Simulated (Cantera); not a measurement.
Equilibrium for boron, boron nitride and boron oxide: B + H2O

Feed: 1 mol B, 5.8 mol H2O, held at 1850 K.

Equilibrium computed with Cantera from the NASA thermochemical tables; the gas is ideal and each condensed phase is pure. Candidate condensed phases: B, B2O3, B3O3H3, H2O; 23 gas species. Equilibrium is a limit: real reactors are often held back by kinetics, nucleation or transport.

```tsv
P (Pa)	x H2O	x H2	x HBO2	x H
10	0.590	0.226	0.148	0.0256
63	0.600	0.233	0.151	0.0104
400	0.604	0.236	0.152	0.00414
2500	0.606	0.237	0.152	0.00166
16000	0.606	0.238	0.152	0.000656
100000	0.607	0.238	0.152	0.000263
```
x: gas mole fraction; nothing condenses.

From 0.0750 Torr to 750 Torr nothing is condensed. The main B-bearing gas is HBO2 throughout.
